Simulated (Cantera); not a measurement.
What does this Cantera script print?

```python
import numpy as np
import cantera as ct

gas = ct.Solution("gri30.yaml")
gas.TPX = 1173, 18000, {'N2O': 1, 'N2': 0.0031}
reactor = ct.IdealGasConstPressureReactor(gas, energy="off", clone=False)
net = ct.ReactorNet([reactor])
net.rtol, net.atol = 1e-08, 1e-18
show = ['N2O', 'O2', 'NO', 'NO2', 'N2', 'O']
times = np.geomspace(4e-05, 5, 14)

steps = ct.SolutionArray(gas, extra=["t"])
rows = []
print(f"{'t/s':>10s}{'T/K':>9s}{'P/Pa':>11s}" + "".join(f"{s:>11s}" for s in show))
for t in times:
    while net.time < t:
        t_next = net.step()
        steps.append(gas.state, t=t_next)
    rows.append([np.interp(t, steps.t, y) for y in (steps.T, steps.P, *steps(*show).X.T)])
    print(f"{t:10.3e}{rows[-1][0]:9.1f}{rows[-1][1]:11.4g}" + "".join(f"{x:11.3e}" for x in rows[-1][2:]))
rate = np.gradient(steps.T, steps.t)
print("integrator steps:", len(steps.t))
if steps.T.max() > steps.T[0] + 200:
    print(f"time of steepest temperature rise: {steps.t[rate.argmax()]:.4e} s")
gas.TPX = 1173, 18000, {'N2O': 1, 'N2': 0.0031}
gas.equilibrate("TP")
print(f"equilibrium (TP): T = {gas.T:.1f} K  " + "  ".join(f"{s} {gas[s].X[0]:.3e}" for s in show))
```

It prints:

```
       t/s      T/K       P/Pa        N2O         O2         NO        NO2         N2          O
 4.000e-05   1173.0    1.8e+04  9.969e-01  4.631e-07  9.636e-08  1.520e-14  3.092e-03  7.867e-07
 9.866e-05   1173.0    1.8e+04  9.969e-01  1.903e-06  3.959e-07  2.565e-13  3.096e-03  1.101e-06
 2.433e-04   1173.0    1.8e+04  9.969e-01  6.086e-06  1.266e-06  2.622e-12  3.104e-03  1.177e-06
 6.002e-04   1173.0    1.8e+04  9.969e-01  1.657e-05  3.448e-06  1.942e-11  3.126e-03  1.179e-06
 1.480e-03   1173.0    1.8e+04  9.968e-01  4.244e-05  8.830e-06  1.270e-10  3.181e-03  1.179e-06
 3.651e-03   1173.0    1.8e+04  9.966e-01  1.062e-04  2.210e-05  7.934e-10  3.315e-03  1.179e-06
 9.005e-03   1173.0    1.8e+04  9.960e-01  2.635e-04  5.481e-05  4.794e-09  3.645e-03  1.179e-06
 2.221e-02   1173.0    1.8e+04  9.948e-01  6.508e-04  1.354e-04  2.808e-08  4.459e-03  1.179e-06
 5.478e-02   1173.0    1.8e+04  9.916e-01  1.603e-03  3.334e-04  1.550e-07  6.460e-03  1.178e-06
 1.351e-01   1173.0    1.8e+04  9.839e-01  3.935e-03  8.178e-04  7.554e-07  1.136e-02  1.178e-06
 3.332e-01   1173.0    1.8e+04  9.652e-01  9.580e-03  1.990e-03  2.946e-06  2.322e-02  1.176e-06
 8.219e-01   1173.0    1.8e+04  9.212e-01  2.290e-02  4.749e-03  8.838e-06  5.119e-02  1.172e-06
 2.027e+00   1173.0    1.8e+04  8.235e-01  5.242e-02  1.084e-02  2.211e-05  1.132e-01  1.160e-06
 5.000e+00   1173.0    1.8e+04  6.350e-01  1.095e-01  2.249e-02  4.806e-05  2.330e-01  1.130e-06
integrator steps: 597
equilibrium (TP): T = 1173.0 K  N2O 5.131e-09  O2 3.326e-01  NO 1.844e-04  NO2 1.894e-06  N2 6.673e-01  O 1.911e-08
```

Computed with Cantera and GRI-Mech 3.0 (53 species, 325 reactions). GRI-Mech 3.0 was tuned for natural gas; its chemistry of N2O as a main component is partial and can be far from experiment. The mechanism lacks the step 2 NO + O2 → 2 NO2, which can matter for NO2 below about 1400 K. The temperature is held fixed by assumption; the heat of reaction is taken as removed at once.
